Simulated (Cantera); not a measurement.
Feed: 1 mol SiC, 2.2 mol N2O, 590 mol N2, equilibrated at 1673.15 K and 133 Pa.

Method: chemical equilibrium by Gibbs-energy minimisation in Cantera with the NASA 1993 tables (ideal gas, pure condensed phases). Candidate condensed phases: C, Si, SiC, SiO2, Si2N2O, Si3N4; 34 gas species. The tables hold silica as quartz up to 1696 K and as liquid above; real silica turns to tridymite and cristobalite and melts near 1996 K. Kinetics and transport are ignored.

Base state: N2 0.997, CO 0.00164, SiO 0.00139, CO2 4.04e-5 (mole fractions); condensed: SiO2(β-quartz).

Q: What changes in the equilibrium state with this change: SiC replaced by Si3N4?

A: 
```csv
species,before,after
N2,0.997,0.996
SiO,0.00139,0.00369
Si,<1e-9,0.000260
CO,0.00164,0
CO2,4.04e-5,0
"SiO2(β-quartz), mol",0.176,0
"Si3N4(s), mol",0,0.210
```
